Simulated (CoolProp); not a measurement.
Vapour pressure (bar) of acetone: the reference equation beside estimates from Tc = 508.1 K, pc = 46.92 bar, ω = 0.307. Clausius-Clapeyron is anchored at 310.3 K with a constant enthalpy of vaporisation of 30.30 kJ/mol.

Model: reference Helmholtz-energy equation of state, Lemmon 2006, in CoolProp. It is a short technical equation, of lower accuracy than the large ones.

```tsv
T (K)	reference	Lee-Kesler	Clausius-Clapeyron	van der Waals	Redlich-Kwong
310.3	0.5065	0.4866	0.5065	4.511	1.154
324.9	0.8720	0.8507	0.8586	5.831	1.819
339.5	1.422	1.405	1.391	7.387	2.736
354	2.209	2.203	2.159	9.183	3.943
368.6	3.307	3.322	3.246	11.26	5.507
383.2	4.784	4.829	4.731	13.62	7.469
397.8	6.719	6.800	6.707	16.27	9.878
412.3	9.179	9.296	9.257	19.21	12.76
```

Absolute difference from the reference over all 8 rows, mean and median: Lee-Kesler 1.5 and 1.2 %, Clausius-Clapeyron 1.2 and 1.3 %, van der Waals 346.4 and 278.1 %, Redlich-Kwong 77.0 and 72.5 %.
